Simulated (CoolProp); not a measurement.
Computed with CoolProp (reference Helmholtz-energy equation of state, Thol 2019).

Task: For decamethylcyclopentasiloxane (D5), give the phase and the cp (kJ/(kg K)), expansivity (1/kK) at 620 K and 0.144 MPa; 620 K and 0.323 MPa; 620 K and 0.539 MPa.

Result: 
- 620 K and 0.144 MPa: gas; cp 1.96, expansivity 1.95
- 620 K and 0.323 MPa: gas; cp 1.98, expansivity 2.52
- 620 K and 0.539 MPa: gas; cp 2.02, expansivity 3.68
